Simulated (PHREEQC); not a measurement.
Make-up at 25 °C: 0.21 mol/kgw NH4HF2, 0.0018 mol/kgw (NH4)2SiF6, 0.0063 mol/kgw H3BO3 and 0.0036 mol/kgw H2SO4. Closed to the air; pH follows from the charge balance.

Equilibrium calculation in PHREEQC: ion-association model, phreeqc.dat.

Precipitation was switched off in this run.

Order these S species by the share of S that they hold, largest first: HSO4-, NH4SO4-, SO4-2.

SO4-2 (58 %), NH4SO4- (40 %), HSO4- (2.1 %)

The pH is 3.00 and the ionic strength 0.217 mol/kgw. SiF6-2 is the database's only silicon fluoride. Real BF4- forms and hydrolyses slowly; the run takes it at equilibrium.
